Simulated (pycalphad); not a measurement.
Freezing of Si-Al alloys with rising Al

Source of the numbers: pycalphad with the COST 507 light-alloy database (1999); pressure 1 atm. The database dates from 1999; later assessments differ in places, in temperatures and in the compounds included. Phase fractions are per mole of atoms.

Scheil-Gulliver runs (no diffusion in the solid, steps of 4 K) beside full equilibrium.

| alloy | liquidus (K) | Scheil, half solid (K) | Scheil, 80 % solid (K) | Scheil, invariant end (K) | liquid left at that end | equilibrium solidus (K) |
|---|---|---|---|---|---|---|
| Si-11.05Al (at.%) | ? | ? | ? | 850 | ? | 850 |
| Si-16.58Al (at.%) | 1602 | 1489 | 929 | 850 | 0.19 | 850 |
| Si-22.1Al (at.%) | 1569 | 1393 | at the invariant end | 850 | 0.25 | 850 |
| Si-33.15Al (at.%) | 1489 | 1151 | at the invariant end | 850 | 0.38 | 850 |
| Si-66.3Al (at.%) | 1151 | at the invariant end | at the invariant end | 850 | 0.75 | 850 |

### Question
Complete the blanks.

### Answer

- Si-11.05Al (at.%), liquidus (K): 1633
- Si-11.05Al (at.%), Scheil, half solid (K): 1569
- Si-11.05Al (at.%), Scheil, 80 % solid (K): 1280
- Si-11.05Al (at.%), liquid left at that end: 0.13
